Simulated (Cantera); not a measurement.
## BF3 + H2O + N2 (boron, boron nitride and boron oxide)

Input: 1 mol BF3, 0.066 mol H2O, 4.8 mol N2, at 30.0 Pa.

Method: chemical equilibrium by Gibbs-energy minimisation in Cantera with the NASA 1993 tables (ideal gas, pure condensed phases). Candidate condensed phases: B, BN, B2O3, B3O3H3, H2O; 62 gas species. The tables' values for BF2 are old estimates; treat these amounts as uncertain. The numbers say what is thermodynamically allowed, not how fast it happens.

```csv
T (°C),log p N2,log p BF3,log p HF,log p BOF
552,-3.61,-4.32,-5.21,-8.03
652,-3.61,-4.32,-5.19,-6.77
752,-3.61,-4.32,-5.18,-5.83
852,-3.61,-4.33,-5.18,-5.49
952,-3.61,-4.33,-5.18,-5.48
1052,-3.61,-4.33,-5.18,-5.48
1152,-3.61,-4.33,-5.18,-5.48
1252,-3.61,-4.33,-5.18,-5.48
1352,-3.61,-4.33,-5.18,-5.48
```
log p: log10 of the partial pressure in bar; nothing condenses.

From 552 °C to 1352 °C nothing is condensed. The main B-bearing gas is BF3 throughout.
